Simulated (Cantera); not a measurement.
A closed system holds: 1 mol toluene, 0.81 mol NH₃, held at 2823.15 K and 1.00 bar.

Cantera equilibrium calculation (NASA polynomials, part measured and part estimated; ideal gas, pure solids and liquids). Candidate condensed phases: C, C₆H₆, C₇H₈, C₈H₁₈; 92 gas species. Rates play no part.

Base state: H₂ 0.804, H 0.0795, N₂ 0.0519, HCN 0.0295, C₂H₂ (acetylene) 0.0290, HNC 0.00480, C₄H₂ 0.000434, C₂H 0.000376 (mole fractions); condensed: C(graphite).

**Question.** What changes in the equilibrium state with this change: NH₃ from 0.81 to 0.34 mol?

**Answer.** 
| species | before | after |
|---|---|---|
| H₂ | 0.804 | 0.841 |
| H | 0.0795 | 0.0813 |
| C₂H₂ (acetylene) | 0.0290 | 0.0303 |
| N₂ | 0.0519 | 0.0230 |
| HCN | 0.0295 | 0.0201 |
| C₂N₂ | 2.24e-5 | 9.95e-6 |
| CN | 0.000252 | 0.000168 |
| HNC | 0.00480 | 0.00327 |
| CH₄ | 6.16e-5 | 6.73e-5 |
| CH₃ | 0.000101 | 0.000108 |
| C(graphite), mol | 6.44 | 6.57 |
